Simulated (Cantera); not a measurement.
Input (Python, Cantera):

```python
import numpy as np
import cantera as ct

gas = ct.Solution("gri30.yaml")
gas.TPX = 650, 67000, {'CO': 1, 'H2': 0.032, 'CH4': 0.05, 'O2': 0.513, 'N2': 1.93}
flame = ct.FreeFlame(gas, width=0.053)
flame.set_refine_criteria(ratio=3, slope=0.08, curve=0.16)
flame.transport_model = "mixture-averaged"
flame.solve(loglevel=0, auto=True)
z, T = flame.grid, flame.T
thick = (T[-1] - T[0]) / np.gradient(T, z).max()
show = ['CO', 'H2', 'CH4', 'CH3', 'H2O', 'HCO']
print(f"laminar burning velocity  {flame.velocity[0] * 100:.3f} cm/s")
print(f"burnt temperature         {T[-1]:.1f} K")
print(f"thermal thickness         {thick * 1e3:.4f} mm")
print(f"grid points               {len(z)}")
z0 = z[flame.heat_release_rate.argmax()]
print(f"{'z/mm':>9s}{'T/K':>9s}{'u/(m/s)':>9s}" + "".join(f"{s:>11s}" for s in show))
rows = []
for k in (-3, -2, -1.5, -1, -0.5, -0.25, 0, 0.25, 0.5, 1, 2, 4, 8):
    zz = z0 + k * thick
    rows.append([k * thick, np.interp(zz, z, T), np.interp(zz, z, flame.velocity),
                 *(np.interp(zz, z, flame.X[gas.species_index(s)]) for s in show)])
    print(f"{rows[-1][0] * 1e3:9.3f}{rows[-1][1]:9.1f}{rows[-1][2]:9.3f}" + "".join(f"{x:11.3e}" for x in rows[-1][3:]))
```

Result:

```
laminar burning velocity  233.950 cm/s
burnt temperature         2501.2 K
thermal thickness         0.9204 mm
grid points               173
     z/mm      T/K  u/(m/s)         CO         H2        CH4        CH3        H2O        HCO
   -2.761    650.0    2.339  2.837e-01  9.078e-03  1.418e-02  2.850e-12  1.130e-10  1.079e-18
   -1.841    650.0    2.340  2.837e-01  9.082e-03  1.418e-02  9.784e-11  5.168e-09  2.006e-16
   -1.381    650.0    2.340  2.837e-01  9.093e-03  1.418e-02  1.153e-09  5.834e-08  1.364e-14
   -0.920    650.1    2.340  2.837e-01  9.157e-03  1.418e-02  3.639e-08  1.890e-06  5.903e-12
   -0.460    664.7    2.394  2.829e-01  9.698e-03  1.409e-02  6.480e-06  4.119e-04  1.273e-08
   -0.230    817.7    2.945  2.762e-01  1.059e-02  1.258e-02  3.376e-05  5.122e-03  5.316e-07
    0.000   1233.0    4.419  2.517e-01  9.287e-03  3.159e-03  9.912e-05  2.123e-02  1.169e-05
    0.230   1487.4    5.253  2.072e-01  4.528e-03  2.704e-05  1.895e-06  2.696e-02  1.092e-06
    0.460   1624.7    5.654  1.742e-01  4.007e-03  4.832e-08  5.176e-09  2.334e-02  4.563e-07
    0.920   1777.1    6.090  1.502e-01  4.508e-03  1.107e-12  1.978e-13  2.103e-02  3.246e-07
    1.841   1930.1    6.541  1.420e-01  4.526e-03  2.642e-16  3.310e-15  2.420e-02  2.120e-07
    3.681   2083.3    6.983  1.341e-01  4.115e-03  5.301e-17  1.023e-15  2.804e-02  1.224e-07
    7.363   2226.8    7.383  1.235e-01  3.563e-03  2.103e-17  4.387e-16  3.111e-02  6.540e-08
```

Computed with Cantera and GRI-Mech 3.0 (53 species, 325 reactions). Burning velocities carry a grid error of a few per cent, more on coarse grids.
